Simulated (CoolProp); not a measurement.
A single-stage vapour-compression cycle with R404A: evaporating at 248.15 K (dew point), condensing at 276.15 K (bubble point), superheat 10 K, subcooling 0 K, compressor efficiency 0.75, no pressure losses. Each further row changes one setting.

Model: reference Helmholtz-energy equation of state, Lemmon 2003, in CoolProp. It is a pseudo-pure fit of the blend.

```
case                              cooling COP  pressure ratio  discharge temperature (K)  refrigerating effect (kJ/kg)  volumetric capacity (kJ/m³)
--------------------------------  -----------  --------------  -------------------------  ----------------------------  ---------------------------
as stated                                   …            2.71                      298.0                           157                         1900
evaporating temperature 253.15 K            …               …                      295.7                           160                         2330
condensing temperature 271.15 K             …               …                          …                           164                         1990
subcooling 5 K                           5.86            2.71                      298.0                           164                         1990
superheat 20 K                           5.63            2.71                      308.4                           165                            …
compressor efficiency 0.65                  …            2.71                      302.4                           157                         1900
```

Complete the blanks.


- as stated, cooling COP: 5.61
- evaporating temperature 253.15 K, cooling COP: 7.10
- evaporating temperature 253.15 K, pressure ratio: 2.23
- condensing temperature 271.15 K, cooling COP: 6.99
- condensing temperature 271.15 K, pressure ratio: 2.31
- condensing temperature 271.15 K, discharge temperature (K): 291.5
- superheat 20 K, volumetric capacity (kJ/m³): 1910
- compressor efficiency 0.65, cooling COP: 4.87
